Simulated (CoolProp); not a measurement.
A simple Rankine cycle with R123: condensing at 304.15 K, boiler at 1.29 MPa, turbine inlet 411.9 K, turbine efficiency 0.75, pump efficiency 0.6, no recuperator. Each further row changes one setting.

Values from CoolProp's reference Helmholtz-energy equation of state, Younglove 1994. It is a modified Benedict-Webb-Rubin equation, recast in Helmholtz form.

```
case                             thermal efficiency (%)  net work (kJ/kg)  heat in (kJ/kg)  turbine exit temperature (K)  volume ratio over the turbine
-------------------------------  ----------------------  ----------------  ---------------  ----------------------------  -----------------------------
as stated                                          13.6              31.8              233                         349.0                           11.8
turbine inlet 431.9 K                              13.6              34.3              252                         370.2                           11.4
condensing temperature 296.15 K                    14.7              35.6              241                         343.2                           15.7
boiler pressure 0.903 MPa                          12.1              28.9              239                         361.3                           7.88
turbine efficiency 0.65                            11.7              27.4              233                         354.9                           12.0
```
